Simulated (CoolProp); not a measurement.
C2F6 (R116) along the isobar 3.46 MPa: Z from the reference equation and from simpler models built on Tc = 293.0 K, pc = 3.048 MPa, ω = 0.257; each cubic takes its own stable root.

Computed with CoolProp (reference Helmholtz-energy equation of state, Lemmon 2006). It is a short technical equation, of lower accuracy than the large ones.

```
T (K)          phase  reference  Soave-Redlich-Kwong  Peng-Robinson
-----  -------------  ---------  -------------------  -------------
290.7         liquid     0.2019               0.2399         0.2163
302.9  supercritical     0.4643               0.4813         0.4533
315.1  supercritical     0.6110               0.6211         0.5910
327.3  supercritical     0.6888               0.6971         0.6673
339.5  supercritical     0.7428               0.7505         0.7214
351.7  supercritical     0.7838               0.7914         0.7631
364    supercritical     0.8166               0.8242         0.7968
376.2  supercritical     0.8431               0.8509         0.8244
388.4  supercritical     0.8651               0.8732         0.8475
400.6  supercritical     0.8837               0.8920         0.8672
412.8  supercritical     0.8996               0.9081         0.8841
425    supercritical     0.9133               0.9220         0.8988
```
